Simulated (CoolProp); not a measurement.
The fluid at 293.15 K and 0.253 MPa flows at 0.47 m/s in a round tube of 25 mm bore and 1.5 µm roughness, fully developed (64/Re and Nu = 3.66 if laminar; Colebrook and Gnielinski if turbulent). The same conditions are run with several fluids, on thermodynamics alone (safety and materials aside).

The numbers come from the reference Helmholtz-energy equation of state of each fluid (C2F6 (R116): Lemmon 2006; propane: Lemmon 2009; propylene: Lemmon 2013; C3F8 (R218): Lemmon 2006) in CoolProp.

Q: Rank C2F6 (R116), propane, propylene, C3F8 (R218) by Reynolds number, highest first.

A: C3F8 (R218) (20300), C2F6 (R116) (12500), propane (7030), propylene (6350)

| fluid | Darcy friction factor | pressure drop (Pa/m) | heat-transfer coefficient (W/(m² K)) | mass flow (kg/h) |
|---|---|---|---|---|
| C2F6 (R116) | 0.0292 | 1.90 | 21.0 | 12.2 |
| propane | 0.0341 | 0.720 | 16.2 | 3.98 |
| propylene | 0.0350 | 0.703 | 14.1 | 3.77 |
| C3F8 (R218) | 0.0259 | 2.37 | 26.9 | 17.2 |

Transport values come from each fluid's own correlations; those of C2F6 (R116), propylene, C3F8 (R218) are estimates that may be off by 10 % or more.
